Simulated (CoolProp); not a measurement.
Aqueous ethylene glycol as a coolant, at 18 °C, 1 atm.

The numbers come from the Melinder's fits for secondary coolants in CoolProp.

| mass % | freezing point (°C) | Prandtl number | viscosity (mPa s) | density (kg/m³) | cp (kJ/(kg K)) |
|---|---|---|---|---|---|
| 5.9 | -1.9 | 8.73 | 1.21 | 1006 | 4.102 |
| 9.9 | -3.3 | 9.86 | 1.34 | 1011 | 4.046 |
| 14 | -5.0 | 11.2 | 1.50 | 1016 | 3.987 |
| 18 | -6.9 | 12.7 | 1.67 | 1022 | 3.925 |
| 22 | -9.1 | 14.4 | 1.86 | 1028 | 3.859 |
| 26 | -11.6 | 16.3 | 2.07 | 1033 | 3.788 |
| 30 | -14.6 | 18.5 | 2.30 | 1039 | 3.712 |
| 34 | -17.9 | 20.8 | 2.56 | 1044 | 3.633 |
| 38 | -21.7 | 23.4 | 2.85 | 1050 | 3.552 |
| 42 | -26.0 | 26.4 | 3.17 | 1056 | 3.469 |
| 46 | -30.8 | 29.8 | 3.53 | 1061 | 3.386 |
| 50.1 | -36.1 | 33.7 | 3.96 | 1066 | 3.299 |
